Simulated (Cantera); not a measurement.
## B + H2O + H2 (boron, boron nitride and boron oxide)

Input: 1 mol B, 8.1 mol H2O, 11 mol H2, equilibrated at 2200 °C.

Equilibrium computed with Cantera from the NASA thermochemical tables; the gas is ideal and each condensed phase is pure. Candidate condensed phases: B, B2O3, B3O3H3, H2O; 23 gas species. Equilibrium is a limit: real reactors are often held back by kinetics, nucleation or transport.

From 10.0 Pa to 100000 Pa nothing is condensed. The main B-bearing gas is BO at 10.0 Pa and HBO2 at 100000 Pa.

```csv
P (Pa),x H,x H2,x H2O,x O,x HBO2,x OH,x BO,x O2
10,0.708,0.101,0.0176,0.115,0.00228,0.0248,0.0189,0.00830
32,0.568,0.208,0.0721,0.0715,0.00907,0.0396,0.0148,0.0102
100,0.403,0.327,0.157,0.0317,0.0195,0.0389,0.0103,0.00626
320,0.259,0.432,0.227,0.0108,0.0291,0.0273,0.00686,0.00234
1000,0.159,0.508,0.267,0.00346,0.0358,0.0167,0.00441,0.000746
3200,0.0933,0.560,0.288,0.00106,0.0401,0.00965,0.00268,0.000225
10000,0.0542,0.592,0.300,0.000335,0.0427,0.00552,0.00160,6.98e-5
32000,0.0308,0.611,0.306,0.000104,0.0443,0.00310,0.000921,2.14e-5
100000,0.0176,0.621,0.310,3.29e-5,0.0452,0.00176,0.000530,6.76e-6
```
x: gas mole fraction; nothing condenses.
